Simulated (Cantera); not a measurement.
Feed: 1 mol borazine, 11 mol H2O, 0.3 mol H2, at 1775 K and 60.0 mbar.

Cantera equilibrium calculation (NASA polynomials, part measured and part estimated; ideal gas, pure solids and liquids). Candidate condensed phases: B, BN, B2O3, B3O3H3, H2O; 39 gas species. The feed counts by its element totals alone. Rates play no part.

Question: What is the equilibrium state?

Answer: 
```
Property                                 Result
------------------------------------  ---------
x(H2)                                     0.450
x(H2O)                                    0.296
x(HBO2)                                   0.160
x(N2)                                    0.0867
x(B2O3)                                 0.00611
x(H)                                   0.000792
x(HBO)                                 0.000562
x(OH)                                   3.24e-5
x(BO2)                                  2.14e-5
gas amount                            17.31 mol
log10 activity of B(s) (absent)           -6.16
log10 activity of B3O3H3(s) (absent)     -15.47
```
